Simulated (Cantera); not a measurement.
An adiabatic, constant-pressure homogeneous reactor starts with C3H8 : O2 : N2 = 1 : 9.43 : 35.5 (molar parts), equivalence ratio 0.53, at 1425 K and 760 Torr.

Model: GRI-Mech 3.0 (53 species, 325 reactions), integrated in Cantera. GRI-Mech 3.0 was tuned for natural gas; its chemistry of propane as a main component is partial and can be far from experiment.

One state of this run: T (K) = 2424; x C3H8 = <1e-12; x O2 = 0.0871; x C2H2 = <1e-12; x CO2 = 0.0587; x CO = 0.00483. x: mole fraction; the columns are a selection and need not sum to one.

Task: Which value of t (s) does it belong to?
A) 9.28e-6
B) 0.000200
C) 0.431
D) 4.31e-5

Result: C, 0.431
